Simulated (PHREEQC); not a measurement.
0.5 mol of Zn(OH)2-e (Zn(OH)2) is brought to equilibrium with 1 kg of water, with rising amounts of ZnSO4, at 25 °C. Oxygen is held at 0.21 atm. No CO2 enters from the air. Solids allowed: Zn(OH)2-e, Zn4(OH)6SO4, Goslarite. Others were left out.

All values are PHREEQC results (ion-association model, wateq4f.dat), not measurements.

```
ZnSO4 added (mol)    pH  dissolved Zn (mol/kgw)  Zn4(OH)6SO4 (mol)  SO4-2 (mol/kgw)
-----------------  ----  ----------------------  -----------------  ---------------
0                  8.63                 6.54e-6                  0                0
0.00208            7.28                 0.00140           0.000697          0.00119
0.00417            7.28                 0.00140                [?]          0.00119
0.00625            7.28                 0.00140            0.00487          0.00119
0.00833            7.28                 0.00140                [?]          0.00119
0.0104             7.28                 0.00140            0.00902          0.00119
0.0125             7.28                 0.00140             0.0111          0.00119
0.0146             7.28                 0.00140             0.0132          0.00119
0.0167             7.28                 0.00140             0.0153          0.00119
0.0187             7.28                 0.00140                [?]          0.00119
0.0208             7.28                 0.00140             0.0194          0.00119
0.0229             7.28                 0.00140                [?]          0.00119
0.025              7.28                 0.00140             0.0236          0.00119
```

### Question
What belongs in the gaps?

### Answer

- 0.00417, Zn4(OH)6SO4 (mol): 0.00279
- 0.00833, Zn4(OH)6SO4 (mol): 0.00695
- 0.0187, Zn4(OH)6SO4 (mol): 0.0173
- 0.0229, Zn4(OH)6SO4 (mol): 0.0215

Species that the database lacks are ignored.
